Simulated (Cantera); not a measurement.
Hydrocarbon pyrolysis for carbon deposition

An isothermal, constant-pressure homogeneous reactor starts with 3.45 % CH4, 96.6 % N2, at 1475 K and 0.260 bar.

Model: GRI-Mech 3.0 (53 species, 325 reactions), integrated in Cantera. GRI-Mech 3.0 stops at C3 and has no aromatics, soot or wall deposition, so with more carbon than oxygen in the feed, carbon stays in small species such as C2H2 where larger ones or solid carbon would form.

```json
[
 {"t (s)": "1.00e-6", "x CH4": "0.0345", "x C2H6": "<1e-12", "x H": "1.51e-9", "x CH2": "<1e-12", "x H2": "1.29e-10", "x C2H4": "<1e-12", "x C2H": "<1e-12"},
 {"t (s)": "5.76e-6", "x CH4": "0.0345", "x C2H6": "<1e-12", "x H": "6.14e-9", "x CH2": "<1e-12", "x H2": "3.32e-9", "x C2H4": "<1e-12", "x C2H": "<1e-12"},
 {"t (s)": "3.32e-5", "x CH4": "0.0345", "x C2H6": "<1e-12", "x H": "1.01e-8", "x CH2": "<1e-12", "x H2": "4.45e-8", "x C2H4": "<1e-12", "x C2H": "<1e-12"},
 {"t (s)": "0.000191", "x CH4": "0.0345", "x C2H6": "5.70e-11", "x H": "1.01e-8", "x CH2": "<1e-12", "x H2": "3.04e-7", "x C2H4": "1.76e-11", "x C2H": "<1e-12"},
 {"t (s)": "0.00110", "x CH4": "0.0345", "x C2H6": "1.07e-8", "x H": "1.02e-8", "x CH2": "1.61e-11", "x H2": "1.81e-6", "x C2H4": "3.76e-9", "x C2H": "<1e-12"},
 {"t (s)": "0.00635", "x CH4": "0.0345", "x C2H6": "1.34e-6", "x H": "1.37e-8", "x CH2": "3.79e-10", "x H2": "1.17e-5", "x C2H4": "6.21e-7", "x C2H": "<1e-12"},
 {"t (s)": "0.0366", "x CH4": "0.0343", "x C2H6": "2.93e-5", "x H": "5.45e-8", "x CH2": "3.35e-9", "x H2": "0.000149", "x C2H4": "4.21e-5", "x C2H": "1.54e-12"},
 {"t (s)": "0.211", "x CH4": "0.0318", "x C2H6": "7.53e-5", "x H": "5.06e-7", "x CH2": "8.24e-9", "x H2": "0.00304", "x C2H4": "0.000640", "x C2H": "1.47e-10"},
 {"t (s)": "1.21", "x CH4": "0.0234", "x C2H6": "2.25e-5", "x H": "1.65e-6", "x CH2": "3.77e-9", "x H2": "0.0157", "x C2H4": "0.000250", "x C2H": "8.52e-10"},
 {"t (s)": "7.00", "x CH4": "0.00983", "x C2H6": "3.27e-6", "x H": "3.51e-6", "x CH2": "1.50e-9", "x H2": "0.0357", "x C2H4": "7.10e-5", "x C2H": "1.87e-9"}
]
```
x: mole fraction; the columns are a selection and need not sum to one.

Equilibrium at this temperature and pressure: CH4 0.000184, C2H6 2.09e-9, H 5.71e-6, CH2 3.93e-11, H2 0.0497, C2H4 1.54e-5, C2H 6.06e-10 (gas phase only).
